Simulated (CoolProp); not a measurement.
Vapour-liquid equilibrium of R143a (1) + R236FA (2) at 0.312 MPa; x and y are mole fractions of (1).

The numbers come from the multi-fluid Helmholtz-energy mixture model, Lemmon and Jacobsen 2000 and Pan 2012; pair parameters Bell 2016 in CoolProp.

```csv
x,"bubble temperature, mixture model (°C)","bubble temperature, Raoult's law (°C)","y, mixture model","y, Raoult's law"
0.05,[?],24.1,0.154,0.197
0.2,[?],11.7,0.495,0.563
0.35,[?],2.5,[?],0.751
0.5,[?],-4.6,0.831,0.858
0.65,[?],-10.4,0.910,0.923
0.8,[?],-15.1,0.960,0.964
0.95,-19.0,-19.1,[?],0.993
```

Q: What belongs in the gaps?

A: 
- 0.05, bubble temperature, mixture model (°C): 25.2
- 0.2, bubble temperature, mixture model (°C): 14.3
- 0.35, bubble temperature, mixture model (°C): 5.1
- 0.35, y, mixture model: 0.704
- 0.5, bubble temperature, mixture model (°C): -2.7
- 0.65, bubble temperature, mixture model (°C): -9.1
- 0.8, bubble temperature, mixture model (°C): -14.5
- 0.95, y, mixture model: 0.992

The largest gap from Raoult's law is +2.6 K in bubble temperature, at x = 0.35. No azeotrope shows between x = 0.05 and 0.95.

Pair parameters are fitted to limited data, so mixtures are less certain than the pure fluids.
